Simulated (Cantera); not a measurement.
Source: NASA polynomial tables (part measured, part estimated), evaluated in Cantera. Values are per mole of reaction as written; species without (g) are pure solids or liquids, kept so even where they would boil at 1 bar.

10 NO(g) + P4(g) = P4O10 + 5 N2(g), with ΔH° = -3981.6 kJ and ΔS° = -1200.7 J/K at 300 K.

Question: How far is the shortcut ΔG° ≈ ΔH°(300 K) − T·ΔS°(300 K) from the full temperature-dependent value at 423, 448, 473, 498, 523, 548, 573, 598 K?

Answer: 
```csv
T (K),shortcut (kJ),full (kJ),difference (kJ),difference in log10 K
423,-3473.7,-3473.9,0.2,-0.02
448,-3443.7,-3444.1,0.4,-0.04
473,-3413.7,-3414.3,0.6,-0.07
498,-3383.7,-3384.6,1.0,-0.10
523,-3353.6,-3355.0,1.4,-0.14
548,-3323.6,-3325.5,1.9,-0.18
573,-3293.6,-3296.1,2.4,-0.22
598,-3263.6,-3266.7,3.1,-0.27
```
The shortcut ignores the heat-capacity change of the reaction.
